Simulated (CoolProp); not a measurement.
Vapour-liquid equilibrium of R22 (1) + dimethyl ether (2) at 0.399 MPa; x and y are mole fractions of (1).

Model: multi-fluid Helmholtz-energy mixture model, Kamei 1995 and Wu 2011; pair parameters Bell 2016, in CoolProp.

Question: Give the bubble temperature and the first vapour's composition at x = 0.05, 0.65, 0.95. Is there an azeotrope?

Answer: x = 0.05: 285.6 K, y = 0.041; x = 0.65: 279.4 K, y = 0.799; x = 0.95: 268.0 K, y = 0.991. y crosses x between x = 0.15 and 0.25: the model has an azeotrope there.

The pair parameters rest on a limited set of measurements; away from them the model extrapolates.
